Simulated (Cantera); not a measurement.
## Adiabatic ignition

An adiabatic, constant-pressure homogeneous reactor starts with C3H8 : O2 : N2 = 1 : 7.94 : 29.8 (molar parts), at 998 K and 5.10 bar.

Model: GRI-Mech 3.0 (53 species, 325 reactions), integrated in Cantera. GRI-Mech 3.0 was tuned for natural gas; its chemistry of propane as a main component is partial and can be far from experiment. Below about 1000 K GRI-Mech 3.0 lacks low-temperature oxidation paths.

```tsv
t (s)	T (K)	x C3H8	x O2	x C2H4	x CH2O	x CO2
1.00e-6	998	0.0258	0.205	9.79e-11	<1e-12	<1e-12
2.56e-6	998	0.0258	0.205	3.96e-10	<1e-12	<1e-12
6.54e-6	998	0.0258	0.205	1.25e-9	4.72e-12	<1e-12
1.67e-5	998	0.0258	0.205	3.55e-9	3.27e-11	<1e-12
4.28e-5	998	0.0258	0.205	1.00e-8	2.22e-10	<1e-12
0.000109	998	0.0258	0.205	3.07e-8	1.53e-9	<1e-12
0.000280	998	0.0258	0.205	1.13e-7	1.12e-8	<1e-12
0.000715	998	0.0258	0.205	5.52e-7	9.04e-8	1.16e-12
0.00183	998	0.0258	0.205	3.35e-6	7.33e-7	2.68e-11
0.00468	998	0.0258	0.205	1.60e-5	3.82e-6	2.45e-10
0.0120	998	0.0258	0.205	5.53e-5	1.33e-5	1.10e-9
0.0306	998	0.0256	0.205	0.000180	4.32e-5	5.07e-9
0.0782	999	0.0250	0.205	0.000755	0.000188	8.69e-8
0.200	2293	<1e-12	0.0698	<1e-12	<1e-12	0.0739
```
x: mole fraction; the columns are a selection and need not sum to one.

* **time of steepest temperature rise**: 0.132 s
* **temperature at 0.200 s**: 2293 K
* **equilibrium temperature**: 2291 K
* **x(C3H8) at 0.200 s**: <1e-12 (gas-phase equilibrium <1e-12)
* **x(O2) at 0.200 s**: 0.0698 (gas-phase equilibrium 0.0692)
* **x(C2H4) at 0.200 s**: <1e-12 (gas-phase equilibrium <1e-12)
